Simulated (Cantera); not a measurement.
A closed system holds: 1 mol CH2F2, 0.89 mol HCl, held at 1950 K and 0.00825 Torr.

These are equilibrium values from Cantera (NASA tables, ideal gas, pure condensed phases), not measurements of a reactor. Candidate condensed phases: C, C6H6, C7H8, C8H18; 118 gas species. Rates play no part.

Base state: HF 0.614, Cl 0.153, HCl 0.120, H 0.0704, H2 0.0415, F 0.000348, C2H2 (acetylene) 2.27e-5 (mole fractions); condensed: C(graphite).

Task: What changes in the equilibrium state with this change: pressure from 0.00825 Torr to 10.0 Torr?

Result: 
| species | before | after |
|---|---|---|
| HF | 0.614 | 0.684 |
| HCl | 0.120 | 0.283 |
| Cl | 0.153 | 0.0210 |
| H | 0.0704 | 0.000995 |
| H2 | 0.0415 | 0.0100 |
| Cl2 | 7.01e-7 | 1.61e-5 |
| F | 0.000348 | 2.26e-5 |
| C2H2 (acetylene) | 2.27e-5 | 5.49e-6 |
| C(graphite), mol | 1.000 | 1.000 |

Task: What changes in the equilibrium state with this change: CH2F2 replaced by c-C4F8?

Result: 
| species | before | after |
|---|---|---|
| F | 0.000348 | 0.697 |
| Cl | 0.153 | 0.109 |
| HF | 0.614 | 0.109 |
| HCl | 0.120 | 7.55e-6 |
| H2 | 0.0415 | <1e-9 |
| CF2 | 2.02e-8 | 0.0812 |
| H | 0.0704 | 6.22e-6 |
| CF4 | <1e-9 | 0.00137 |
| CF3 | <1e-9 | 0.000253 |
| C2H2 (acetylene) | 2.27e-5 | <1e-9 |
| CF | 1.25e-6 | 0.00251 |
| C(graphite), mol | 1.000 | 3.30 |
The feed counts by its element totals alone. Gases not in the tables: C2F6 and larger saturated fluorocarbons.
